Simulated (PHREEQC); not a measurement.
Solution (25 °C): 0.024 mol HF, 0.00016 mol (CH3)4NF, 3.1e-05 mol (NH4)2SiF6 and 6.5e-05 mol HCl per kg of water. Closed to the air; pH follows from the charge balance.

Model: ion-association model, phreeqc.dat, run in PHREEQC.

Precipitation was switched off in this run.

Problem. Predict the pH, ionic strength.

Solution. pH 2.43; ionic strength 0.00424 mol/kgw.

Problem. In which forms is F present?

Solution. HF 81 %, F- 16 %, HF2- 2.4 %, SiF6-2 0.8 % of the F.

(CH3)4N+ isn't in the database: it is added as a free cation with an ion size of 4 Å. SiF6-2 is the database's only silicon fluoride.
